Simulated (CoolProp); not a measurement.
Saturation properties of methanol (Tc = 240.2 °C, pc = 8.216 MPa, ω = 0.565).

The numbers come from the reference Helmholtz-energy equation of state, de Reuck 1993 in CoolProp.

```
T (°C)   p (MPa)  enthalpy of vaporisation (kJ/kg)  vapour Z  vapour viscosity (µPa s)  liquid conductivity (mW/(m K))
------  --------  --------------------------------  --------  ------------------------  ------------------------------
0.25    0.004121                              1205    0.9864                      8.85                             205
15.05   0.009927                              1184    0.9805                      9.31                             202
29.85    0.02175                              1161    0.9730                      9.77                             199
44.65    0.04395                              1137    0.9636                      10.2                             196
59.55    0.08318                              1110    0.9519                      10.7                             194
74.35     0.1476                              1081    0.9374                      11.1                             191
89.15     0.2485                              1049    0.9195                      11.5                             188
103.95    0.4000                              1012    0.8975                      11.9                             185
118.75    0.6187                             970.0    0.8706                      12.3                             182
133.55    0.9242                             922.0    0.8379                      12.7                             179
148.45     1.342                             866.4    0.7981                      13.1                             176
163.25     1.894                             803.2    0.7520                      13.5                             174
178.05     2.608                             733.3    0.7025                      13.9                             171
```

It boils at 64.5 °C under 1 atm.

Viscosity comes from a separate model (Xiang 2006). Thermal conductivity comes from a separate model (Sykioti 2013).
